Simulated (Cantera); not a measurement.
**Ignition delay**

Mixture: 2.26 % C3H8, 20.5 % O2, 77.2 % N2, equivalence ratio 0.55, at 2550 Torr, adiabatic and at constant volume. Ignition delay is the time to a rise of 400 K.

Detailed kinetics in Cantera: GRI-Mech 3.0 (53 species, 325 reactions). GRI-Mech 3.0 was tuned for natural gas; its chemistry of propane as a main component is partial and can be far from experiment.

```json
[
 {"T0 (K)": "1098", "delay (ms)": "23.3"},
 {"T0 (K)": "1173", "delay (ms)": "5.02"},
 {"T0 (K)": "1248", "delay (ms)": "1.19"},
 {"T0 (K)": "1323", "delay (ms)": "0.327"},
 {"T0 (K)": "1398", "delay (ms)": "0.109"},
 {"T0 (K)": "1473", "delay (ms)": "0.0437"},
 {"T0 (K)": "1548", "delay (ms)": "0.0207"},
 {"T0 (K)": "1623", "delay (ms)": "0.0114"}
]
```

```json
{
 "apparent activation energy between 1473 and 1623 K": "180 kJ/mol"
}
```
